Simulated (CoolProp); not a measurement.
Vapour-liquid equilibrium of ethane (1) + propylene (2) at 9.35 °C; x and y are mole fractions of (1).

The numbers come from the multi-fluid Helmholtz-energy mixture model, Bücker 2006 and Lemmon 2013; pair parameters Bell 2016 in CoolProp.

Problem. Give the bubble pressure and the first vapour's composition at x = 0.05, 0.35, 0.65. Is there an azeotrope?

Solution. x = 0.05: 864.5 kPa, y = 0.141; x = 0.35: 1463 kPa, y = 0.600; x = 0.65: 2098 kPa, y = 0.820. No azeotrope shows between x = 0.05 and 0.95.

Pair parameters are fitted to limited data, so mixtures are less certain than the pure fluids.
